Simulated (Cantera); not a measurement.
An isothermal, constant-pressure homogeneous reactor starts with 0.756 % H₂, 47.3 % O₂, 52.0 % N₂, equivalence ratio 0.0080, at 925 K and 230 Pa.

Detailed kinetics in Cantera: the H2/O2 subset of GRI-Mech 3.0, which has no nitrogen chemistry. Radical loss at walls, strong at low pressure, is not modelled. Below about 950 K walls govern HO2 and H2O2 in real vessels.

Problem. Predict: x(H₂) at 2.00 s; x(O₂) at 2.00 s; x(OH) at 2.00 s; x(H₂O₂) at 2.00 s; x(HO₂) at 2.00 s; x(H₂O) at 2.00 s; x(H) at 2.00 s.

Solution. 
| Quantity | Value |
|---|---|
| x(H₂) at 2.00 s | 2.62e-5 (gas-phase equilibrium 1.81e-12) |
| x(O₂) at 2.00 s | 0.469 (gas-phase equilibrium 0.471) |
| x(OH) at 2.00 s | 0.000123 (gas-phase equilibrium 3.64e-8) |
| x(H₂O₂) at 2.00 s | 1.95e-9 (gas-phase equilibrium <1e-12) |
| x(HO₂) at 2.00 s | 3.00e-7 (gas-phase equilibrium 2.81e-11) |
| x(H₂O) at 2.00 s | 0.00736 (gas-phase equilibrium 0.00759) |
| x(H) at 2.00 s | 0.000267 (gas-phase equilibrium <1e-12) |
